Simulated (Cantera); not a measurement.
A closed system holds: 1 mol CaCl2, 0.23 mol H2, held at 7.50 Pa.

Cantera equilibrium calculation (NASA polynomials, part measured and part estimated; ideal gas, pure solids and liquids). Candidate condensed phases: Ca, CaCl2; 9 gas species. Rates play no part.

Q: At 1825 K, list the 7 most abundant gas species with their mole fractions, and the condensed phases.

A: CaCl2 0.752, H2 0.152, HCl 0.0380, CaCl 0.0276, H 0.0198, Ca 0.00709, Cl 0.00378. Condensed: gas only.
